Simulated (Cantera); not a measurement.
Input: 1 mol n-butane, 15 mol H2, at 743 Torr.

Equilibrium computed with Cantera from the NASA thermochemical tables; the gas is ideal and each condensed phase is pure. Candidate condensed phases: C, C6H6, C7H8, C8H18; 76 gas species. Equilibrium is a limit: real reactors are often held back by kinetics, nucleation or transport.

log p: log10 of the partial pressure in bar; n: condensed amount in mol.

| T (K) | log p H2 | log p CH4 | log p H | log p C2H2 (acetylene) | n C(graphite) |
|---|---|---|---|---|---|
| 673 | -0.13 | -0.61 | <-12 | <-12 | 0 |
| 748 | -0.13 | -0.61 | <-12 | <-12 | 0 |
| 823 | -0.13 | -0.61 | -11.20 | <-12 | 0 |
| 898 | -0.10 | -0.70 | -10.01 | … | 0.639 |
| 973 | -0.05 | -0.99 | -8.99 | … | 2.14 |
| 1048 | -0.03 | -1.29 | -8.13 | … | 3.01 |
| 1123 | -0.02 | -1.57 | -7.38 | … | 3.47 |
| 1198 | -0.01 | -1.82 | -6.73 | … | 3.70 |
| 1273 | -0.01 | -2.04 | -6.15 | … | 3.82 |
| 1348 | -0.01 | -2.25 | -5.64 | … | 3.89 |
| 1423 | -0.01 | -2.43 | -5.18 | … | 3.93 |

### Question
Some entries are withheld; supply them.

### Answer

- 898, log p C2H2 (acetylene): -10.38
- 973, log p C2H2 (acetylene): -9.32
- 1048, log p C2H2 (acetylene): -8.43
- 1123, log p C2H2 (acetylene): -7.67
- 1198, log p C2H2 (acetylene): -7.02
- 1273, log p C2H2 (acetylene): -6.44
- 1348, log p C2H2 (acetylene): -5.93
- 1423, log p C2H2 (acetylene): -5.47
